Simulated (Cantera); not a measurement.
A closed system holds: 1 mol AlCl3, 0.22 mol H2O, 8.3 mol N2, 0.66 mol HCl, held at 41.0 mbar.

Equilibrium computed with Cantera from the NASA thermochemical tables; the gas is ideal and each condensed phase is pure. Candidate condensed phases: Al, AlCl3, AlN, Al2O3, H2O, NH4Cl; 45 gas species. The tables' values for AlCl2 are old estimates; treat these amounts as uncertain. Rates play no part. All values below are at 1773 K.

Base state: N2 0.806, HCl 0.105, AlCl3 0.0801, Cl 0.00440, AlCl2 0.00253, H2 0.000669, AlCl 0.000262, H 3.63e-5 (mole fractions); condensed: Al2O3(s).

What changes in the equilibrium state with this change: pressure from 41.0 mbar to 10.0 mbar?


| species | before | after |
|---|---|---|
| N2 | 0.806 | 0.803 |
| HCl | 0.105 | 0.105 |
| AlCl3 | 0.0801 | 0.0764 |
| Cl | 0.00440 | 0.00866 |
| AlCl | 0.000262 | 0.00109 |
| AlOCl | 9.84e-6 | 2.48e-5 |
| H | 3.63e-5 | 7.54e-5 |
| AlCl2 | 0.00253 | 0.00503 |
| H2O | 1.23e-5 | 7.84e-6 |
| Al2O3(s), mol | 0.0733 | 0.0732 |
